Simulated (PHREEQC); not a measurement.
Solution (20 °C): 0.067 mol/kgw CuCl2, 0.0022 mol/kgw HCl and 0.14 mol/kgw Na2SO4. Closed to the air; pH follows from the charge balance.

Computed with PHREEQC (ion-association model, wateq4f.dat).

This is a speciation only: nothing precipitates in the calculation.

Q: Predict the pH, ionic strength, activity of water.

A: pH 3.23; ionic strength 0.449 mol/kgw; activity of water 0.990.

Q: In which forms is Na present?

A: Na+ 92 %, NaSO4- 8.4 % of the Na.
